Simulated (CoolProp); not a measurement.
Properties of water along the isobar 0.17 MPa (Tc = 647.1 K, pc = 22.06 MPa, ω = 0.344).

Computed with CoolProp (reference Helmholtz-energy equation of state, Wagner 2002).

```json
[
 {"T (K)": "578.5", "phase": "gas", "speed of sound (m/s)": "587.7", "expansivity (1/kK)": "1.755", "conductivity (mW/(m K))": "44.2", "Prandtl number": "0.940"},
 {"T (K)": "597.9", "phase": "gas", "speed of sound (m/s)": "597.1", "expansivity (1/kK)": "1.695", "conductivity (mW/(m K))": "46.3", "Prandtl number": "0.937"},
 {"T (K)": "617.3", "phase": "gas", "speed of sound (m/s)": "606.3", "expansivity (1/kK)": "1.639", "conductivity (mW/(m K))": "48.4", "Prandtl number": "0.934"},
 {"T (K)": "636.8", "phase": "gas", "speed of sound (m/s)": "615.4", "expansivity (1/kK)": "1.587", "conductivity (mW/(m K))": "50.6", "Prandtl number": "0.931"},
 {"T (K)": "656.2", "phase": "gas", "speed of sound (m/s)": "624.3", "expansivity (1/kK)": "1.538", "conductivity (mW/(m K))": "52.8", "Prandtl number": "0.929"},
 {"T (K)": "675.6", "phase": "gas", "speed of sound (m/s)": "633.0", "expansivity (1/kK)": "1.493", "conductivity (mW/(m K))": "55.0", "Prandtl number": "0.927"},
 {"T (K)": "695", "phase": "gas", "speed of sound (m/s)": "641.5", "expansivity (1/kK)": "1.450", "conductivity (mW/(m K))": "57.3", "Prandtl number": "0.924"},
 {"T (K)": "714.5", "phase": "gas", "speed of sound (m/s)": "649.9", "expansivity (1/kK)": "1.409", "conductivity (mW/(m K))": "59.6", "Prandtl number": "0.922"},
 {"T (K)": "733.9", "phase": "gas", "speed of sound (m/s)": "658.2", "expansivity (1/kK)": "1.371", "conductivity (mW/(m K))": "61.9", "Prandtl number": "0.920"},
 {"T (K)": "753.3", "phase": "gas", "speed of sound (m/s)": "666.3", "expansivity (1/kK)": "1.335", "conductivity (mW/(m K))": "64.2", "Prandtl number": "0.918"},
 {"T (K)": "772.7", "phase": "gas", "speed of sound (m/s)": "674.3", "expansivity (1/kK)": "1.301", "conductivity (mW/(m K))": "66.6", "Prandtl number": "0.916"},
 {"T (K)": "792.1", "phase": "gas", "speed of sound (m/s)": "682.1", "expansivity (1/kK)": "1.268", "conductivity (mW/(m K))": "69.0", "Prandtl number": "0.914"},
 {"T (K)": "811.6", "phase": "gas", "speed of sound (m/s)": "689.9", "expansivity (1/kK)": "1.237", "conductivity (mW/(m K))": "71.4", "Prandtl number": "0.912"},
 {"T (K)": "831", "phase": "gas", "speed of sound (m/s)": "697.6", "expansivity (1/kK)": "1.208", "conductivity (mW/(m K))": "73.8", "Prandtl number": "0.911"},
 {"T (K)": "850.4", "phase": "gas", "speed of sound (m/s)": "705.1", "expansivity (1/kK)": "1.180", "conductivity (mW/(m K))": "76.3", "Prandtl number": "0.909"}
]
```

Viscosity comes from a separate model (Huber 2009). Thermal conductivity comes from a separate model (Huber 2012).
